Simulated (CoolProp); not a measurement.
The fluid at 293.15 K and 0.427 MPa is compressed adiabatically to 3.12 MPa with isentropic efficiency 0.6. The same conditions are run with several fluids, on thermodynamics alone (safety and materials aside).

Computed with CoolProp (reference Helmholtz-energy equation of state of each fluid (C3F8 (R218): Lemmon 2006; methane: Setzmann 1991; normal hydrogen: Leachman 2009; nitrogen: Span 2000)).

Problem. Rank C3F8 (R218), methane, normal hydrogen, nitrogen by work (kJ/kg), highest first.

Solution. normal hydrogen (5430), methane (629), nitrogen (390), C3F8 (R218) (33.2)

```csv
fluid,final temperature (K),final phase,final density (kg/m³)
C3F8 (R218),364.5,supercritical,366
methane,537.2,gas,11.2
normal hydrogen,666.5,supercritical,1.12
nitrogen,661.0,gas,15.7
```
